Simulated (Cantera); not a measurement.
Mixture: CH₄ : O₂ : N₂ = 1 : 1.18 : 2.94 (molar parts), at 1.18 atm, adiabatic and at constant pressure. Ignition delay is the time to a rise of 400 K.

Model: GRI-Mech 3.0 (53 species, 325 reactions), integrated in Cantera.

Task: What does this change do: pressure from 1.18 atm to 31.6 atm?

Result: 
| quantity | before | after |
|---|---|---|
| delay at 1175 K | 53.5 ms | 1.61 ms |
| delay at 1325 K | 7.01 ms | 0.296 ms |
| delay at 1475 K | 1.22 ms | 69.8 µs |
| delay at 1625 K | 0.288 ms | 19.4 µs |
| delay at 1775 K | 92.2 µs | 6.22 µs |
| apparent activation energy between 1625 and 1775 K | 180 kJ/mol | 180 kJ/mol |
The pressure lies above the range GRI-Mech 3.0 was tuned for (to about 10 atm).

Task: What does this change do: pressure from 1.18 atm to 16.8 atm?

Result: 
```tsv
quantity	before	after
delay at 1175 K	53.5 ms	3.36 ms
delay at 1325 K	7.01 ms	0.593 ms
delay at 1475 K	1.22 ms	0.131 ms
delay at 1625 K	0.288 ms	34.2 µs
delay at 1775 K	92.2 µs	10.5 µs
apparent activation energy between 1625 and 1775 K	180 kJ/mol	190 kJ/mol
```
The pressure lies above the range GRI-Mech 3.0 was tuned for (to about 10 atm).
